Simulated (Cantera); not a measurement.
Charge: 1 mol MgCO3, 0.25 mol CO2, 0.28 mol H2O, 0.15 mol H2S, held at 71.0 mbar.

These are equilibrium values from Cantera (NASA tables, ideal gas, pure condensed phases), not measurements of a reactor. Candidate condensed phases: C, C6H6, C7H8, C8H18, H2O, H2SO4, Mg, MgCO3, MgO, Mg(OH)2, MgS, MgSO4, S; 130 gas species. Equilibrium is a limit: real reactors are often held back by kinetics, nucleation or transport.

x: gas mole fraction; n: condensed amount in mol.

```csv
T (°C),x CO2,x CO,x H2O,x SO2,x H2,x S2,x H2S,n MgO(s)
1027,0.603,0.103,0.213,0.0244,0.0206,0.0243,[?],1.00
1127,0.564,0.135,0.212,0.0401,0.0235,0.0182,[?],1.00
1227,0.525,0.167,0.210,0.0559,0.0258,0.0111,[?],1.00
1327,0.495,0.193,0.208,0.0683,0.0270,0.00504,[?],1.00
1427,0.477,0.208,0.208,0.0750,0.0266,0.00165,[?],1.000
1527,0.469,0.215,0.210,0.0773,0.0251,0.000450,[?],1.000
1627,0.465,0.218,0.211,0.0777,0.0234,0.000124,[?],1.000
```

Task: Some entries are withheld; supply them.

Result: 
- 1027, x H2S: 0.00948
- 1127, x H2S: 0.00515
- 1227, x H2S: 0.00263
- 1327, x H2S: 0.00118
- 1427, x H2S: 0.000445
- 1527, x H2S: 0.000153
- 1627, x H2S: 5.47e-5
